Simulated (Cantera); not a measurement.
Feed: 1 mol AlN, 5.3 mol O2, a varied amount of H2, at 1973 K and 28.0 Pa.

Method: chemical equilibrium by Gibbs-energy minimisation in Cantera with the NASA 1993 tables (ideal gas, pure condensed phases). Candidate condensed phases: Al, AlN, Al2O3, H2O; 35 gas species. Rates play no part.

### Question
At 2.7 mol H2, list the 7 most abundant gas species with their mole fractions, and the condensed phases.

### Answer
O2 0.470, H2O 0.382, N2 0.0743, OH 0.0331, O 0.0222, H2 0.00781, H 0.00712. Condensed: Al2O3(s).
